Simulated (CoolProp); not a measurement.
Hydrogen chloride at 298.15 K and 2.01 MPa is throttled through a valve to 0.221 MPa with no heat exchange. Each further row changes one setting.

Values from CoolProp's reference Helmholtz-energy equation of state, Thol 2018.

```json
[
 {"case": "as stated", "temperature change (K)": "-31.2", "final density (kg/m³)": "3.70"},
 {"case": "outlet pressure 0.0663 MPa", "temperature change (K)": "-34.5", "final density (kg/m³)": "1.11"},
 {"case": "outlet pressure 0.287 MPa", "temperature change (K)": "-29.8", "final density (kg/m³)": "4.81"}
]
```
